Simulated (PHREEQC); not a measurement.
PHREEQC input (Pitzer model, pitzer.dat):

```
SOLUTION 1
  temp 25
  units mol/kgw
  pH 7 charge
  S(6) 0.83
  Na 1.66
END
SELECTED_OUTPUT 1
  -reset false
  -pH true
  -pe true
  -ionic_strength true
  -water true
  -totals C Na S
  -molalities H+ Na+ CO3-2 SO4-2 OH- HCO3- CO2 HSO4-
  -saturation_indices Burkeite Mirabilite Nahcolite Natron Thenardite Trona
USER_PUNCH 1
  -headings p_CO2(g) phi_CO2(g) p_H2O(g) phi_H2O(g) density
  10 PUNCH PR_P("CO2(g)"), PR_PHI("CO2(g)"), PR_P("H2O(g)"), PR_PHI("H2O(g)"), RHO
PRINT
  -reset false
USE solution 1
REACTION_TEMPERATURE 1
  80
GAS_PHASE 1
  -fixed_pressure
  -pressure 2
  -temperature 80
  -volume 20
  CO2(g) 2
  H2O(g) 0
END
# ... the last block is repeated for the other 12 points of P (atm)
```

Selected output (columns that matter, 9 of 13 rows; P (atm) added in front):

```
P (atm)	pH	mu	C	Na	S	si_Burkeite	si_Mirabilite	si_Nahcolite	si_Natron	si_Thenardite	si_Trona	p_CO2(g)	phi_CO2(g)	p_H2O(g)
2	4.6132	2.5076	0.014176	1.6723	0.83615	-11.755	-1.9999	-2.9548	-8.5083	-1.071	-11.543	1.5432	0.99395	0.45683
10	4.2255	2.504	0.081302	1.6708	0.83541	-11.73	-1.9959	-2.5626	-8.4798	-1.0626	-11.142	9.5184	0.96809	0.48158
20	4.0791	2.5045	0.15899	1.6717	0.83587	-11.697	-1.9895	-2.4102	-8.443	-1.0512	-10.979	19.485	0.93688	0.51523
30	3.9986	2.5058	0.23053	1.673	0.8365	-11.666	-1.9833	-2.324	-8.4063	-1.0405	-10.882	29.447	0.90651	0.55255
50	3.9045	2.5097	0.3561	1.6763	0.83813	-11.612	-1.9716	-2.2202	-8.3337	-1.0219	-10.76	49.359	0.8482	0.64083
100	3.7962	2.5318	0.57717	1.6918	0.84591	-11.516	-1.9467	-2.0968	-8.1566	-0.9884	-10.601	99.01	0.71648	0.99033
150	3.7465	2.5821	0.69335	1.7258	0.86291	-11.453	-1.9235	-2.0406	-7.9819	-0.9655	-10.519	148.35	0.60891	1.6531
200	3.7147	2.6395	0.75662	1.7644	0.88218	-11.413	-1.904	-2.0074	-7.8106	-0.9504	-10.467	197.49	0.53243	2.5071
400	3.6254	2.7656	0.89406	1.849	0.92452	-11.409	-1.8686	-1.9385	-7.1605	-0.945	-10.367	394.12	0.40609	5.8785
```

In brines, pH and single-ion activities rest on the MacInnes convention. Away from 25 °C the constants follow the database's enthalpies or fits; those with neither stay at their 25 °C values.
